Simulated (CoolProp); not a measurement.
Vapour-liquid equilibrium of C2F6 (R116) (1) + R134a (2) at 209.2 K; x and y are mole fractions of (1).

The numbers come from the multi-fluid Helmholtz-energy mixture model, Lemmon 2006 and Tillner-Roth 1994; pair parameters Bell 2016 in CoolProp.

```json
[
 {"x": "0.05", "bubble pressure (kPa)": "61.70", "y at the bubble point": "0.806", "dew pressure at overall composition x (kPa)": "12.87", "liquid density (mol/L)": "14.35"},
 {"x": "0.2", "bubble pressure (kPa)": "143.2", "y at the bubble point": "0.922", "dew pressure at overall composition x (kPa)": "15.28", "liquid density (mol/L)": "13.76"},
 {"x": "0.35", "bubble pressure (kPa)": "168.6", "y at the bubble point": "0.936", "dew pressure at overall composition x (kPa)": "18.78", "liquid density (mol/L)": "13.18"},
 {"x": "0.5", "bubble pressure (kPa)": "174.2", "y at the bubble point": "0.940", "dew pressure at overall composition x (kPa)": "24.36", "liquid density (mol/L)": "12.63"},
 {"x": "0.65", "bubble pressure (kPa)": "177.1", "y at the bubble point": "0.942", "dew pressure at overall composition x (kPa)": "34.66", "liquid density (mol/L)": "12.12"},
 {"x": "0.8", "bubble pressure (kPa)": "184.4", "y at the bubble point": "0.951", "dew pressure at overall composition x (kPa)": "59.92", "liquid density (mol/L)": "11.66"},
 {"x": "0.95", "bubble pressure (kPa)": "198.4", "y at the bubble point": "0.981", "dew pressure at overall composition x (kPa)": "183.6", "liquid density (mol/L)": "11.27"}
]
```

No azeotrope shows between x = 0.05 and 0.95.

Pair parameters are fitted to limited data, so mixtures are less certain than the pure fluids. With so large a gap from Raoult's law the liquid may split in two, which this calculation doesn't test in full.
